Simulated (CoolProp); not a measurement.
Values from CoolProp's reference Helmholtz-energy equation of state, Schmidt 1985. Above 300 K oxygen's equation is extrapolated.

Problem. For oxygen, give the phase and the speed of sound (m/s), conductivity (mW/(m K)), Prandtl number at 181.6 K and 2.77 bar; 243.4 K and 2.77 bar; 264 K and 2.77 bar.

Solution. 
- 181.6 K and 2.77 bar: gas; speed of sound 256, conductivity 16.8, Prandtl number 0.749
- 243.4 K and 2.77 bar: gas; speed of sound 297, conductivity 22.0, Prandtl number 0.728
- 264 K and 2.77 bar: gas; speed of sound 309, conductivity 23.7, Prandtl number 0.724

Viscosity comes from a separate model (Lemmon 2004). Thermal conductivity comes from a separate model (Lemmon 2004).
